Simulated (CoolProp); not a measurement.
A single-stage vapour-compression cycle with hydrogen sulfide: evaporating at 253.15 K (dew point), condensing at 278.15 K (bubble point), superheat 2 K, subcooling 5 K, compressor efficiency 0.9, no pressure losses. Each further row changes one setting.

The numbers come from the reference Helmholtz-energy equation of state, Lemmon 2006 in CoolProp. It is a short technical equation, of lower accuracy than the large ones.

| case | cooling COP | pressure ratio | discharge temperature (K) | refrigerating effect (kJ/kg) | volumetric capacity (kJ/m³) |
|---|---|---|---|---|---|
| as stated | 8.28 | 2.18 | 315.4 | 455 | 4310 |
| evaporating temperature 258.15 K | 10.8 | 1.84 | 307.3 | 458 | 5080 |
| condensing temperature 273.15 K | 10.6 | 1.89 | 303.4 | 465 | 4400 |
| subcooling 10 K | 8.47 | 2.18 | 315.4 | 465 | 4400 |
| superheat 12 K | 8.08 | 2.18 | 327.6 | 466 | 4200 |
| compressor efficiency 0.8 | 7.36 | 2.18 | 321.3 | 455 | 4310 |
